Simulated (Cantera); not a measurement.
A perfectly stirred reactor is fed with CH₄ : CO : O₂ : N₂ = 1 : 0.059 : 5.07 : 12.7 (molar parts), equivalence ratio 0.40, at 0.819 atm; it is adiabatic with a 375 K inlet, and is followed from long to short residence time, starting on the burning branch (τ in s: 0.14, 0.057, 0.024, 0.0097, 0.004, 0.0017, 0.00069, 0.00029, 0.00012, 4.9e-05, 2e-05, 8.5e-06).

Cantera simulation using GRI-Mech 3.0 (53 species, 325 reactions); the numbers are that mechanism's predictions, not measurements.

Task: Predict: blow-out, bracketed by the residence times tried; x(CH₄) at τ = 0.140 s; x(CO) at τ = 0.140 s; x(O₂) at τ = 0.140 s; x(H₂O) at τ = 0.140 s; x(N₂O) at τ = 0.140 s; x(CH₄) at τ = 0.690 ms; x(CO) at τ = 0.690 ms; x(O₂) at τ = 0.690 ms; x(H₂O) at τ = 0.690 ms; x(N₂O) at τ = 0.690 ms.

Result: 
| Quantity | Value |
|---|---|
| blow-out, bracketed by the residence times tried | burning at 0.690 ms, out at 0.290 ms |
| x(CH₄) at τ = 0.140 s | 1.54e-5 |
| x(CO) at τ = 0.140 s | 0.000254 |
| x(O₂) at τ = 0.140 s | 0.162 |
| x(H₂O) at τ = 0.140 s | 0.106 |
| x(N₂O) at τ = 0.140 s | 6.10e-7 |
| x(CH₄) at τ = 0.690 ms | 0.000726 |
| x(CO) at τ = 0.690 ms | 0.0114 |
| x(O₂) at τ = 0.690 ms | 0.167 |
| x(H₂O) at τ = 0.690 ms | 0.101 |
| x(N₂O) at τ = 0.690 ms | 3.44e-7 |
